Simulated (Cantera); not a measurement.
What does this Cantera script print?

```python
import numpy as np
import cantera as ct

gas = ct.Solution("gri30.yaml")
gas.TPX = 1750, 570000, {'H2': 1, 'O2': 0.278, 'N2': 1.04}
reactor = ct.IdealGasConstPressureReactor(gas, energy="on", clone=False)
net = ct.ReactorNet([reactor])
net.rtol, net.atol = 1e-08, 1e-16
show = ['H2', 'O2', 'OH', 'H2O2', 'NO2', 'H2O']
times = np.geomspace(2e-06, 0.4, 10)

steps = ct.SolutionArray(gas, extra=["t"])
rows = []
print(f"{'t/s':>10s}{'T/K':>9s}{'P/Pa':>11s}" + "".join(f"{s:>11s}" for s in show))
for t in times:
    while net.time < t:
        t_next = net.step()
        steps.append(gas.state, t=t_next)
    rows.append([np.interp(t, steps.t, y) for y in (steps.T, steps.P, *steps(*show).X.T)])
    print(f"{t:10.3e}{rows[-1][0]:9.1f}{rows[-1][1]:11.4g}" + "".join(f"{x:11.3e}" for x in rows[-1][2:]))
rate = np.gradient(steps.T, steps.t)
print("integrator steps:", len(steps.t))
if steps.T.max() > steps.T[0] + 200:
    print(f"time of steepest temperature rise: {steps.t[rate.argmax()]:.4e} s")
gas.TPX = 1750, 570000, {'H2': 1, 'O2': 0.278, 'N2': 1.04}
gas.equilibrate("HP")
print(f"equilibrium (HP): T = {gas.T:.1f} K  " + "  ".join(f"{s} {gas[s].X[0]:.3e}" for s in show))
```

Output:

```
       t/s      T/K       P/Pa         H2         O2         OH       H2O2        NO2        H2O
 2.000e-06   2420.5    5.7e+05  1.778e-01  4.670e-03  2.344e-02  7.194e-07  2.813e-09  2.088e-01
 7.763e-06   2966.9    5.7e+05  2.007e-01  1.250e-03  1.800e-02  3.700e-07  1.510e-08  2.394e-01
 3.013e-05   3061.6    5.7e+05  2.047e-01  7.732e-04  1.514e-02  3.096e-07  5.463e-08  2.458e-01
 1.170e-04   3057.3    5.7e+05  2.058e-01  7.382e-04  1.480e-02  2.996e-07  1.475e-07  2.450e-01
 4.540e-04   3055.4    5.7e+05  2.062e-01  7.244e-04  1.467e-02  2.956e-07  1.853e-07  2.447e-01
 1.762e-03   3055.4    5.7e+05  2.062e-01  7.243e-04  1.467e-02  2.956e-07  1.854e-07  2.447e-01
 6.840e-03   3055.4    5.7e+05  2.062e-01  7.243e-04  1.467e-02  2.956e-07  1.854e-07  2.447e-01
 2.655e-02   3055.4    5.7e+05  2.062e-01  7.243e-04  1.467e-02  2.956e-07  1.854e-07  2.447e-01
 1.031e-01   3055.4    5.7e+05  2.062e-01  7.243e-04  1.467e-02  2.956e-07  1.854e-07  2.447e-01
 4.000e-01   3055.4    5.7e+05  2.062e-01  7.243e-04  1.467e-02  2.956e-07  1.854e-07  2.447e-01
integrator steps: 1110
time of steepest temperature rise: 1.2301e-06 s
equilibrium (HP): T = 3055.4 K  H2 2.062e-01  O2 7.243e-04  OH 1.467e-02  H2O2 2.956e-07  NO2 1.854e-07  H2O 2.447e-01
```

Cantera simulation using GRI-Mech 3.0 (53 species, 325 reactions); the numbers are that mechanism's predictions, not measurements. The hydrogen kinetics of GRI-Mech 3.0 are dated; newer H2 mechanisms differ, most at raised pressure. Above 3000 K some thermodynamic fits are extrapolated.
